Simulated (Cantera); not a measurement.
Input: 1 mol Si, a varied amount of NF3, equilibrated at 773.15 K and 750 Torr.

Cantera equilibrium calculation (NASA polynomials, part measured and part estimated; ideal gas, pure solids and liquids). Candidate condensed phases: Si, Si3N4; 16 gas species. The numbers say what is thermodynamically allowed, not how fast it happens.

x: gas mole fraction; n: condensed amount in mol.

```tsv
n(NF3) (mol)	x SiF4	x NF3	x N2	x F2	x F	x SiF3	x NF2	n Si(s)	n Si3N4(s)
0.57	1.000	<1e-12	<1e-12	<1e-12	<1e-12	7.81e-6	<1e-12	0.145	0.142
0.69	0.957	<1e-12	0.0431	<1e-12	<1e-12	2.26e-8	<1e-12	0	0.161
0.85	?	<1e-12	?	<1e-12	<1e-12	1.47e-8	<1e-12	0	?
1	0.692	<1e-12	0.308	<1e-12	<1e-12	1.28e-8	<1e-12	0	0.0833
1.3	0.606	<1e-12	0.394	<1e-12	<1e-12	1.11e-8	<1e-12	0	0.00833
1.6	0.507	0.116	0.348	0.0288	0.000921	<1e-12	2.06e-7	0	0
1.9	?	?	?	?	?	<1e-12	?	0	0
2.3	0.364	0.311	0.263	0.0611	0.00134	<1e-12	3.80e-7	0	0
2.8	0.303	0.394	0.227	0.0751	0.00149	<1e-12	4.34e-7	0	0
3.5	0.245	0.471	0.193	0.0893	0.00162	<1e-12	4.76e-7	0	0
4.3	0.201	0.528	0.168	0.101	0.00172	<1e-12	5.03e-7	0	0
5.2	0.167	0.572	0.149	0.111	0.00181	<1e-12	5.19e-7	0	0
```

Q: Some entries are withheld; supply them.

A: 
- 1.9, x SiF4: 0.434
- 1.9, x NF3: 0.215
- 1.9, x N2: 0.305
- 1.9, x F2: 0.0455
- 1.9, x F: 0.00116
- 1.9, x NF2: 3.05e-7
- 0.85, x SiF4: 0.777
- 0.85, x N2: 0.223
- 0.85, n Si3N4(s): 0.121
